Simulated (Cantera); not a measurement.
What does this Cantera script print?

```python
import numpy as np
import cantera as ct

gas_names = """
    H HO2 H2 H2O H2O2 O OH O2 O3 Pb PbO Pb2
""".split()
cond_names = """
    H2O(s) H2O(L) Pb(cr) Pb(L) PbO(rd) PbO(yw) PbO(L) PbO2(s) Pb3O4(s)
""".split()


# ... load() reads the species with a 1 bar reference pressure and builds the phases ...
atoms = {
    'Pb': {'Pb': 1},
    'O2': {'O': 2},
    'H2': {'H': 2},
}
top_T = {'Pb3O4(s)': 820}  # K; cautious upper limits of use, not melting points


# ... equilibrate(T, P, feed) seeds the gas with the atoms and calls Mixture.equilibrate('TP', solver="vcs", rtol=1e-11, max_steps=5000) ...
results = []
T = 1573.15  # K
P = 22  # Pa
for m in [1, 1.4, 1.9, 2.6, 3.4, 4.6, 6.2, 8.4, 11, 15, 20, 27]:
    feed = {'Pb': 1, 'O2': 0.6, 'H2': m}  # mol
    mix = equilibrate(T, P, feed)
    results.append((T, P, feed, dict(zip(mix.species_names, mix.species_moles))))
    x = sorted(zip(gas.X, gas.species_names), reverse=True)
    print(f"T = {T:g} K  P = {P:g} Pa  n(H2) = {m:g} mol  gas = {mix.phase_moles(0):.4g} mol")
    print("   x: " + "  ".join(f"{s} {v:.3e}" for v, s in x if v > 0.0001))
    print("   condensed (mol): " + ("  ".join(f"{mix.phase(i).name} {mix.phase_moles(i):.4g}"
          for i in range(1, mix.n_phases) if mix.phase_moles(i) > 1e-12) or "none"))
```

Result:

```
T = 1573.15 K  P = 22 Pa  n(H2) = 1 mol  gas = 2.022 mol
   x: H2O 4.922e-01  Pb 4.154e-01  PbO 7.908e-02  O2 1.037e-02  H2 1.568e-03  OH 1.233e-03  H 1.087e-04
   condensed (mol): none
T = 1573.15 K  P = 22 Pa  n(H2) = 1.4 mol  gas = 2.401 mol
   x: H2O 4.981e-01  Pb 4.150e-01  H2 8.447e-02  PbO 1.484e-03  H 7.980e-04  OH 1.700e-04
   condensed (mol): none
T = 1573.15 K  P = 22 Pa  n(H2) = 1.9 mol  gas = 2.902 mol
   x: H2O 4.131e-01  Pb 3.442e-01  H2 2.409e-01  H 1.348e-03  PbO 3.578e-04
   condensed (mol): none
T = 1573.15 K  P = 22 Pa  n(H2) = 2.6 mol  gas = 3.603 mol
   x: H2 3.879e-01  H2O 3.328e-01  Pb 2.774e-01  H 1.710e-03  PbO 1.443e-04
   condensed (mol): none
T = 1573.15 K  P = 22 Pa  n(H2) = 3.4 mol  gas = 4.404 mol
   x: H2 4.986e-01  H2O 2.723e-01  Pb 2.270e-01  H 1.939e-03
   condensed (mol): none
T = 1573.15 K  P = 22 Pa  n(H2) = 4.6 mol  gas = 5.606 mol
   x: H2 6.055e-01  H2O 2.140e-01  Pb 1.783e-01  H 2.136e-03
   condensed (mol): none
T = 1573.15 K  P = 22 Pa  n(H2) = 6.2 mol  gas = 7.208 mol
   x: H2 6.925e-01  H2O 1.664e-01  Pb 1.387e-01  H 2.285e-03
   condensed (mol): none
T = 1573.15 K  P = 22 Pa  n(H2) = 8.4 mol  gas = 9.411 mol
   x: H2 7.639e-01  H2O 1.275e-01  Pb 1.062e-01  H 2.400e-03
   condensed (mol): none
T = 1573.15 K  P = 22 Pa  n(H2) = 11 mol  gas = 12.01 mol
   x: H2 8.144e-01  H2O 9.986e-02  Pb 8.322e-02  H 2.478e-03
   condensed (mol): none
T = 1573.15 K  P = 22 Pa  n(H2) = 15 mol  gas = 16.02 mol
   x: H2 8.601e-01  H2O 7.489e-02  Pb 6.242e-02  H 2.546e-03
   condensed (mol): none
T = 1573.15 K  P = 22 Pa  n(H2) = 20 mol  gas = 21.03 mol
   x: H2 8.928e-01  H2O 5.706e-02  Pb 4.756e-02  H 2.594e-03
   condensed (mol): none
T = 1573.15 K  P = 22 Pa  n(H2) = 27 mol  gas = 28.04 mol
   x: H2 9.189e-01  H2O 4.280e-02  Pb 3.567e-02  H 2.632e-03
   condensed (mol): none
```

Cantera equilibrium calculation (NASA polynomials, part measured and part estimated; ideal gas, pure solids and liquids).
